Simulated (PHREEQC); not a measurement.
Solution (10 °C): 0.035 mol/kgw H3AsO4, 0.0046 mol/kgw HCl and 0.0088 mol/kgw FeCl3. Closed to the air; pH follows from the charge balance.

The numbers come from PHREEQC with the ion-association model, wateq4f.dat.

**Question.** The ionic strength comes out as 0.0630 mol/kgw. What activity coefficients do H2AsO4-, FeCl+2, FeOH+2, H+, Fe3(OH)4+5 get?

**Answer.** H2AsO4- 0.81, FeCl+2 0.44, FeOH+2 0.44, H+ 0.85, Fe3(OH)4+5 0.0055.

Precipitation was switched off in this run. Saturation is exceeded, for instance for Hematite (slow to form), Goethite (slow to form); the values hold only as long as no solid forms. Species that the database lacks are ignored. The database's scorodite may be far more soluble than the real mineral, and it has no iron arsenate complexes; the constant wasn't checked at its source. Away from 25 °C the constants follow the database's enthalpies or fits; those with neither stay at their 25 °C values.
